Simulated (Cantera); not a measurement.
An isothermal, constant-pressure homogeneous reactor starts with C2H6 : N2 = 1 : 95 (molar parts), at 1225 K and 0.132 atm.

Cantera simulation using GRI-Mech 3.0 (53 species, 325 reactions); the numbers are that mechanism's predictions, not measurements. GRI-Mech 3.0 stops at C3 and has no aromatics, soot or wall deposition, so with more carbon than oxygen in the feed, carbon stays in small species such as C2H2 where larger ones or solid carbon would form.

One state of this run: x C2H6 = 0.00219; x C2H4 = 0.00665; x CH3 = 2.20e-5; x C2H = 1.26e-10; x CH4 = 0.000955. x: mole fraction; the columns are a selection and need not sum to one.

Question: Which value of t (s) does it belong to?
A. 0.0308
B. 0.000758
C. 0.0779
D. 0.0122

Answer: C, 0.0779
